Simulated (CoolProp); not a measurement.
A single-stage vapour-compression cycle with n-perfluorohexane: evaporating at 290.15 K (dew point), condensing at 328.15 K (bubble point), superheat 8 K, subcooling 0 K, compressor efficiency 0.8, no pressure losses. Each further row changes one setting.

Values from CoolProp's reference Helmholtz-energy equation of state, Gao 2022.

```tsv
case	cooling COP	pressure ratio	discharge temperature (K)	refrigerating effect (kJ/kg)	volumetric capacity (kJ/m³)
as stated	4.56	4.60	328.1	61.2	174
evaporating temperature 295.15 K	5.61	3.66	328.1	65.2	230
condensing temperature 323.15 K	5.55	3.86	323.2	66.6	189
subcooling 5 K	4.96	4.60	328.1	66.6	189
superheat 18 K	4.86	4.60	328.1	69.4	190
compressor efficiency 0.7	3.99	4.60	328.1	61.2	174
```

The compression ends wet for: as stated; evaporating temperature 295.15 K; condensing temperature 323.15 K; subcooling 5 K; superheat 18 K; compressor efficiency 0.7.
